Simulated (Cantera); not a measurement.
**H2S + O2 (abatement and gas-phase synthesis)**

A closed system holds: 1 mol H2S, 0.029 mol O2, held at 260 bar.

Equilibrium computed with Cantera from the NASA thermochemical tables; the gas is ideal and each condensed phase is pure. Candidate condensed phases: H2O, H2SO4, S; 19 gas species. The ideal-gas law is rough above about 30 bar. Kinetics and transport are ignored.

From 1773 K to 2673 K nothing is condensed.

```json
[
 {"T (K)": "1773", "x H2S": "0.727", "x H2": "0.128", "x S2": "0.0887", "x SH": "0.00430", "x H2O": "0.0524"},
 {"T (K)": "1923", "x H2S": "0.662", "x H2": "0.170", "x S2": "0.108", "x SH": "0.00812", "x H2O": "0.0511"},
 {"T (K)": "2073", "x H2S": "0.596", "x H2": "0.213", "x S2": "0.127", "x SH": "0.0137", "x H2O": "0.0496"},
 {"T (K)": "2223", "x H2S": "0.531", "x H2": "0.253", "x S2": "0.145", "x SH": "0.0214", "x H2O": "0.0482"},
 {"T (K)": "2373", "x H2S": "0.470", "x H2": "0.290", "x S2": "0.160", "x SH": "0.0309", "x H2O": "0.0467"},
 {"T (K)": "2523", "x H2S": "0.414", "x H2": "0.323", "x S2": "0.172", "x SH": "0.0422", "x H2O": "0.0452"},
 {"T (K)": "2673", "x H2S": "0.363", "x H2": "0.351", "x S2": "0.182", "x SH": "0.0550", "x H2O": "0.0436"}
]
```
x: gas mole fraction; nothing condenses.
